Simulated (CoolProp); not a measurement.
A single-stage vapour-compression cycle with the fluid: evaporating at 295.15 K (dew point), condensing at 341.15 K (bubble point), superheat 8 K, subcooling 8 K, compressor efficiency 0.9, no pressure losses. The same conditions are run with several fluids, on thermodynamics alone (safety and materials aside).

Values from CoolProp's reference Helmholtz-energy equation of state of each fluid (carbonyl sulfide: Lemmon 2006; c-C4F8 (RC318): Platzer 1990; R227EA: Lemmon 2016; R236FA: Pan 2012; propylene: Lemmon 2013; R124: de Vries 1995). The equations of Platzer and Polt are older, rougher fits.

| fluid | cooling COP | pressure ratio | discharge temperature (K) | refrigerating effect (kJ/kg) | volumetric capacity (kJ/m³) |
|---|---|---|---|---|---|
| carbonyl sulfide | 4.59 | 2.75 | ___ | 200 | 6610 |
| c-C4F8 (RC318) | 4.37 | 3.60 | 341.1 | 68.1 | ___ |
| R227EA | 4.31 | 3.43 | 341.1 | 73.3 | 2320 |
| R236FA | ___ | 3.81 | 341.6 | 105 | 1690 |
| propylene | 4.36 | 2.77 | 359.8 | 247 | 5310 |
| R124 | 4.76 | 3.46 | 347.3 | 110 | 2280 |

Complete the blanks.


- carbonyl sulfide, discharge temperature (K): 382.8
- c-C4F8 (RC318), volumetric capacity (kJ/m³): 1670
- R236FA, cooling COP: 4.71

The compression ends wet for: c-C4F8 (RC318); R227EA.
